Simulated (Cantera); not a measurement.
## Equilibrium for silicon etching in halogen gases: Si + Cl2 + H2

A closed system holds: 1 mol Si, a varied amount of Cl2, 24 mol H2, held at 1175 K and 3.30 Pa.

Equilibrium computed with Cantera from the NASA thermochemical tables; the gas is ideal and each condensed phase is pure. Candidate condensed phases: Si; 19 gas species. The tables' values for SiCl3 are old estimates; treat these amounts as uncertain. Rates play no part.

```csv
n(Cl2) (mol),x H2,x HCl,x SiCl2,x SiCl3,n Si(s)
0.89,0.936,0.0559,0.00762,9.35e-5,0.808
1.2,0.917,0.0701,0.0122,0.000190,0.686
1.6,0.895,0.0859,0.0188,0.000363,0.507
2.1,0.869,0.103,0.0278,0.000650,0.254
2.8,0.830,0.133,0.0359,0.00111,0
3.7,0.772,0.192,0.0338,0.00157,0
4.8,0.705,0.260,0.0313,0.00206,0
6.4,0.618,0.349,0.0279,0.00263,0
```
x: gas mole fraction; n: condensed amount in mol.

From 0.89 mol Cl2 to 2.1 mol Cl2 the condensed part is Si(s). From 2.8 mol Cl2 to 6.4 mol Cl2 nothing is condensed. The main Si-bearing gas is SiCl2 throughout.
